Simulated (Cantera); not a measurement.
An adiabatic, constant-volume homogeneous reactor starts with CH4 : O2 : N2 = 1 : 4.55 : 17.1 (molar parts), equivalence ratio 0.44, at 1223 K and 608 Torr.

Model: GRI-Mech 3.0 (53 species, 325 reactions), integrated in Cantera.

x: mole fraction; the columns are a selection and need not sum to one.

```csv
t (s),T (K),P (bar),x CH4,x O2,x CH2O,x CO,x H2O
2.00e-6,1223,0.810,0.0442,0.201,1.05e-12,<1e-12,2.38e-12
4.31e-6,1223,0.810,0.0442,0.201,4.99e-12,<1e-12,1.48e-11
9.28e-6,1223,0.810,0.0442,0.201,2.37e-11,<1e-12,6.88e-11
2.00e-5,1223,0.810,0.0442,0.201,1.12e-10,<1e-12,2.57e-10
4.31e-5,1223,0.810,0.0442,0.201,5.30e-10,<1e-12,9.50e-10
9.28e-5,1223,0.810,0.0442,0.201,2.52e-9,<1e-12,3.88e-9
0.000200,1223,0.810,0.0442,0.201,1.23e-8,9.73e-12,1.79e-8
0.000431,1223,0.810,0.0441,0.201,6.36e-8,1.08e-10,9.27e-8
0.000928,1223,0.810,0.0441,0.201,3.76e-7,1.38e-9,5.47e-7
0.00200,1223,0.810,0.0441,0.201,2.78e-6,2.48e-8,3.88e-6
0.00431,1223,0.810,0.0441,0.201,2.18e-5,6.58e-7,2.96e-5
0.00928,1224,0.811,0.0439,0.201,0.000109,1.19e-5,0.000163
0.0200,1234,0.818,0.0426,0.200,(withheld),(withheld),(withheld)
0.0431,2341,1.56,<1e-12,0.109,<1e-12,0.00155,0.0844
0.0928,2329,1.55,<1e-12,0.107,<1e-12,0.00147,0.0845
0.200,2324,1.54,<1e-12,0.105,<1e-12,0.00143,0.0846
```

**Question.** Fill in the missing entries.

**Answer.** 
- 0.0200, x CH2O: 0.000581
- 0.0200, x CO: 0.000274
- 0.0200, x H2O: 0.00132
